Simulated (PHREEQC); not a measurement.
Consider water at 76 °C with 0.0029 mol HF, 0.021 mol KF and 0.056 mol H2SO4 per kg of water. Closed to the air; pH follows from the charge balance.

Model: ion-association model, wateq4f.dat, run in PHREEQC.

This is a speciation only: nothing precipitates in the calculation.

Predict the pH, ionic strength.

pH 1.44; ionic strength 0.0714 mol/kgw.

In which forms is K present?

K+ 96 %, KSO4- 4.1 % of the K.

Away from 25 °C the constants follow the database's enthalpies or fits; those with neither stay at their 25 °C values.
